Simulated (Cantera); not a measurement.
A closed system holds: 1 mol PbF₂, 1.8 mol N₂, at 1000 °C and 0.133 bar.

Equilibrium computed with Cantera from the NASA thermochemical tables; the gas is ideal and each condensed phase is pure. Candidate condensed phases: Pb, PbF₂; 12 gas species. Each liquid is taken as pure. Mutual solubility and eutectic melting of coexisting phases are not modelled. Equilibrium is a limit: real reactors are often held back by kinetics, nucleation or transport.

Question: What is the equilibrium state?

Answer: 
* **x(N₂)**: 0.804
* **x(PbF₄)**: 0.0892
* **x(PbF₂)**: 0.0882
* **x(Pb)**: 0.0138
* **x(PbF)**: 0.00487
* **x(Pb₂)**: 1.03e-6
* **n(Pb(l))**: 0.163 mol
* **n(PbF₂(l))**: 0.398 mol
* **gas amount**: 2.239 mol
